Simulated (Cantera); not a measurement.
A closed system holds: 1 mol SiH₂Cl₂, 2.1 mol HCl, 9 mol H₂, held at 925 K and 0.100 bar.

These are equilibrium values from Cantera (NASA tables, ideal gas, pure condensed phases), not measurements of a reactor. Candidate condensed phases: Si; 19 gas species. The tables' values for SiCl₃ are old estimates; treat these amounts as uncertain. Kinetics and transport are ignored.

Base state: H₂ 0.897, SiCl₄ 0.0708, HCl 0.0203, SiHCl₃ 0.0114, SiCl₃ 0.000233, SiH₂Cl₂ 0.000179, SiCl₂ 3.03e-5 (mole fractions); condensed: gas only.

Q: What changes in the equilibrium state with this change: temperature from 925 K to 1623 K?

A: 
```
species    before     after
-------  --------  --------
H₂          0.897     0.769
HCl        0.0203     0.154
SiCl₂     3.03e-5    0.0705
SiCl₄      0.0708  0.000734
SiHCl₃     0.0114  0.000567
H           <1e-9  0.000192
Cl          <1e-9   3.03e-5
SiCl        <1e-9   1.57e-5
SiCl₃    0.000233   0.00471
SiH₂Cl₂  0.000179   7.40e-5
```
The tables' values for SiCl₃, SiCl are old estimates; treat these amounts as uncertain.
